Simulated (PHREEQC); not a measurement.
H3PO4 is added in steps, without added water, to 1 kg of water holding 0.038 mol NaHSO4, 0.00069 mol Na2B4O7 and 0.43 mol KCl, at 20 °C. Oxygen is held at 0.21 atm. CO2 is held at log p = -3.4 (atm). Solids allowed: Halite, Mirabilite, Nahcolite, Natron. Others were left out.

Base run: PHREEQC, ion-association model, wateq4f.dat. Each further column changes one thing. The table gives H2PO4- (mol/kgw).

| H3PO4 added (mol) | base | diluted 10-fold with water | diluted 2-fold with water | Na2B4O7 from 0.00069 to 0.00103 mol/kgw | no solid may form |
|---|---|---|---|---|---|
| 0 | 0 | 0 | 0 | 0 | 0 |
| 0.007 | 0.00244 | 0.00418 | 0.00309 | 0.00247 | 0.00244 |
| 0.0105 | 0.00358 | 0.00578 | 0.00446 | 0.00362 | 0.00358 |
| 0.0175 | 0.00575 | 0.00852 | 0.00697 | 0.00582 | 0.00575 |
| 0.021 | 0.00679 | 0.00973 | 0.00813 | 0.00686 | 0.00679 |
| 0.028 | 0.00876 | 0.0119 | 0.0103 | 0.00884 | 0.00876 |
| 0.0315 | 0.00970 | 0.0129 | 0.0113 | 0.00980 | 0.00970 |
| 0.0385 | 0.0115 | 0.0148 | 0.0132 | 0.0116 | 0.0115 |
| 0.042 | 0.0124 | 0.0157 | 0.0142 | 0.0125 | 0.0124 |
| 0.049 | 0.0141 | 0.0174 | 0.0159 | 0.0142 | 0.0141 |
| 0.0525 | 0.0149 | 0.0182 | 0.0168 | 0.0150 | 0.0149 |
| 0.0595 | 0.0165 | 0.0197 | 0.0184 | 0.0166 | 0.0165 |
| 0.063 | 0.0173 | 0.0204 | 0.0192 | 0.0174 | 0.0173 |
| 0.07 | 0.0188 | 0.0219 | 0.0207 | 0.0189 | 0.0188 |

H3PO4, which wateq4f.dat lacks, is added to it with the constant of phreeqc.dat.
